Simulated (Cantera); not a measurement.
An isothermal, constant-pressure homogeneous reactor starts with 3.93 % CH4, 96.0 % H2, 0.115 % O2, at 2375 K and 3000 Pa.

Model: GRI-Mech 3.0 (53 species, 325 reactions), integrated in Cantera. GRI-Mech 3.0 stops at C3 and has no aromatics, soot or wall deposition, so with more carbon than oxygen in the feed, carbon stays in small species such as C2H2 where larger ones or solid carbon would form. Radical loss at walls, strong at low pressure, is not modelled.

x: mole fraction; the columns are a selection and need not sum to one.

```csv
t (s),x CH4,x H2,x O2,x CH2,x C2H4,x H2O2,x O
3.00e-6,0.0393,0.959,0.00115,3.98e-9,2.39e-10,1.12e-8,2.31e-8
2.45e-5,0.0388,0.959,0.00114,4.26e-7,2.91e-7,5.76e-8,2.36e-7
0.000201,0.0345,0.953,0.000769,3.07e-5,9.74e-5,1.87e-8,1.40e-6
0.00164,?,0.950,2.35e-10,?,?,<1e-12,?
0.0134,0.000378,0.943,1.08e-10,1.61e-5,1.77e-6,<1e-12,2.00e-7
0.110,?,0.917,<1e-12,?,?,<1e-12,9.70e-11
0.897,7.82e-6,0.903,<1e-12,1.66e-6,5.32e-7,<1e-12,<1e-12
7.34,7.81e-6,0.903,<1e-12,1.66e-6,5.32e-7,<1e-12,<1e-12
60.0,7.81e-6,0.903,<1e-12,1.66e-6,5.32e-7,<1e-12,<1e-12
```

### Question
Fill in the missing entries.

### Answer

- 0.00164, x CH4: 0.00960
- 0.00164, x CH2: 0.000107
- 0.00164, x C2H4: 8.56e-5
- 0.00164, x O: 1.20e-7
- 0.110, x CH4: 1.43e-5
- 0.110, x CH2: 2.00e-6
- 0.110, x C2H4: 6.87e-7
